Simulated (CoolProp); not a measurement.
Vapour-liquid equilibrium of cyclohexane (1) + ethylbenzene (2) at 489 K; x and y are mole fractions of (1).

Model: multi-fluid Helmholtz-energy mixture model, Zhou 2014 and Zhou 2012; pair parameters Bell 2016, in CoolProp.

### Question
Give the bubble pressure and the first vapour's composition at x = 0.05, 0.2, 0.5. Is there an azeotrope?

### Answer
x = 0.05: 0.6392 MPa, y = 0.124; x = 0.2: 0.8186 MPa, y = 0.393; x = 0.5: 1.165 MPa, y = 0.699. No azeotrope shows between x = 0.05 and 0.95.

Pair parameters are fitted to limited data, so mixtures are less certain than the pure fluids.
